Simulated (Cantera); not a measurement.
# Moist CO burnout

An isothermal, constant-pressure homogeneous reactor starts with CO : O₂ : H₂O : N₂ = 0.016 : 0.0085 : 0.00013 : 1 (molar parts), equivalence ratio 0.94, at 1200 K and 750 Torr.

Computed with Cantera and GRI-Mech 3.0 (53 species, 325 reactions).

```json
[
 {"t (s)": "3.00e-5", "x CO": "0.0156", "x O₂": "0.00830", "x H₂O": "0.000127", "x O": "1.91e-10", "x N₂O": "<1e-12", "x NO₂": "<1e-12", "x NO": "<1e-12"},
 {"t (s)": "8.77e-5", "x CO": "0.0156", "x O₂": "0.00830", "x H₂O": "0.000127", "x O": "5.55e-10", "x N₂O": "<1e-12", "x NO₂": "<1e-12", "x NO": "<1e-12"},
 {"t (s)": "0.000256", "x CO": "0.0156", "x O₂": "0.00830", "x H₂O": "0.000127", "x O": "1.60e-9", "x N₂O": "<1e-12", "x NO₂": "<1e-12", "x NO": "<1e-12"},
 {"t (s)": "0.000750", "x CO": "0.0156", "x O₂": "0.00830", "x H₂O": "0.000127", "x O": "4.51e-9", "x N₂O": "<1e-12", "x NO₂": "<1e-12", "x NO": "<1e-12"},
 {"t (s)": "0.00219", "x CO": "0.0156", "x O₂": "0.00830", "x H₂O": "0.000127", "x O": "1.30e-8", "x N₂O": "6.18e-12", "x NO₂": "<1e-12", "x NO": "<1e-12"},
 {"t (s)": "0.00641", "x CO": "0.0156", "x O₂": "0.00830", "x H₂O": "0.000127", "x O": "5.95e-8", "x N₂O": "6.44e-11", "x NO₂": "<1e-12", "x NO": "<1e-12"},
 {"t (s)": "0.0187", "x CO": "0.0156", "x O₂": "0.00829", "x H₂O": "0.000127", "x O": "3.07e-6", "x N₂O": "4.09e-9", "x NO₂": "<1e-12", "x NO": "1.77e-12"},
 {"t (s)": "0.0548", "x CO": "0.00880", "x O₂": "0.00476", "x H₂O": "9.64e-5", "x O": "0.000280", "x N₂O": "1.14e-6", "x NO₂": "1.53e-9", "x NO": "5.57e-7"},
 {"t (s)": "0.160", "x CO": "0.00169", "x O₂": "0.00131", "x H₂O": "0.000114", "x O": "5.20e-5", "x N₂O": "8.44e-7", "x NO₂": "3.16e-9", "x NO": "1.67e-6"},
 {"t (s)": "0.468", "x CO": "0.000340", "x O₂": "0.000657", "x H₂O": "0.000124", "x O": "8.18e-6", "x N₂O": "7.94e-7", "x NO₂": "5.69e-9", "x NO": "1.97e-6"},
 {"t (s)": "1.37", "x CO": "6.54e-5", "x O₂": "0.000522", "x H₂O": "0.000127", "x O": "1.42e-6", "x N₂O": "8.18e-7", "x NO₂": "1.47e-8", "x NO": "2.08e-6"},
 {"t (s)": "4.00", "x CO": "9.68e-6", "x O₂": "0.000495", "x H₂O": "0.000128", "x O": "2.25e-7", "x N₂O": "5.69e-7", "x NO₂": "2.83e-8", "x NO": "2.11e-6"}
]
```
x: mole fraction; the columns are a selection and need not sum to one.

Equilibrium at this temperature and pressure: CO 1.25e-8, O₂ 0.000487, H₂O 0.000128, O 5.56e-10, N₂O 8.28e-10, NO₂ 8.57e-9, NO 1.06e-5 (gas phase only).
